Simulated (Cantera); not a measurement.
Input (Python, Cantera):

```python
import numpy as np
import cantera as ct

gas = ct.Solution("gri30.yaml")
gas.TPX = 573, 290000, {'CH4': 1, 'O2': 2.41, 'N2': 9.06}
inlet = ct.Reservoir(gas, clone=True)
gas.equilibrate("HP")  # start burning
reactor = ct.IdealGasConstPressureReactor(gas, energy="on", clone=False)
exhaust = ct.Reservoir(gas, clone=True)
tau = [0.42, 0.15, 0.054, 0.019, 0.007, 0.0025, 0.0009, 0.00032, 0.00012, 4.2e-05, 1.5e-05, 5.4e-06][0]
for a, b in ((inlet, reactor), (reactor, exhaust)):
    ct.MassFlowController(a, b, mdot=lambda t: reactor.mass / tau)
net = ct.ReactorNet([reactor])
show = ['CH4', 'O2', 'C2H', 'CO2', 'CO', 'CH3']

rows = []
print(f"{'tau/s':>10s}{'T/K':>9s}" + "".join(f"{s:>11s}" for s in show))
for tau in [0.42, 0.15, 0.054, 0.019, 0.007, 0.0025, 0.0009, 0.00032, 0.00012, 4.2e-05, 1.5e-05, 5.4e-06]:
    net.initial_time = 0.0
    net.advance(30 * tau)
    before = gas.X
    net.advance(40 * tau)
    drift = np.max(np.abs(gas.X - before) / (gas.X + 1e-9))
    rows.append([gas.T, *gas[show].X, drift])
    print(f"{tau:10.3e}{gas.T:9.1f}" + "".join(f"{x:11.3e}" for x in gas[show].X))
```

Output:

```
     tau/s      T/K        CH4         O2        C2H        CO2         CO        CH3
 4.200e-01   2227.6  3.190e-07  3.124e-02  1.310e-14  7.807e-02  1.928e-03  1.421e-07
 1.500e-01   2229.1  8.701e-07  3.178e-02  9.625e-14  7.801e-02  1.985e-03  3.886e-07
 5.400e-02   2229.6  2.313e-06  3.240e-02  6.673e-13  7.786e-02  2.123e-03  1.033e-06
 1.900e-02   2226.8  6.055e-06  3.295e-02  4.340e-12  7.747e-02  2.472e-03  2.691e-06
 7.000e-03   2217.6  1.419e-05  3.352e-02  2.108e-11  7.662e-02  3.252e-03  6.191e-06
 2.500e-03   2196.6  3.126e-05  3.443e-02  7.945e-11  7.482e-02  4.904e-03  1.306e-05
 9.000e-04   2159.4  6.513e-05  3.599e-02  2.289e-10  7.170e-02  7.747e-03  2.525e-05
 3.200e-04   2101.4  1.392e-04  3.853e-02  5.889e-10  6.694e-02  1.206e-02  4.841e-05
 1.200e-04   2025.1  3.105e-04  4.228e-02  1.482e-09  6.055e-02  1.778e-02  9.436e-05
 4.200e-05   1911.6  9.283e-04  4.984e-02  5.157e-09  4.938e-02  2.752e-02  2.316e-04
 1.500e-05    573.0  8.019e-02  1.933e-01  1.065e-41 -2.104e-16 -2.151e-16 -2.235e-19
 5.400e-06    573.0  8.019e-02  1.933e-01  4.574e-50 -8.864e-20 -9.059e-20  1.245e-19
```

Computed with Cantera and GRI-Mech 3.0 (53 species, 325 reactions).
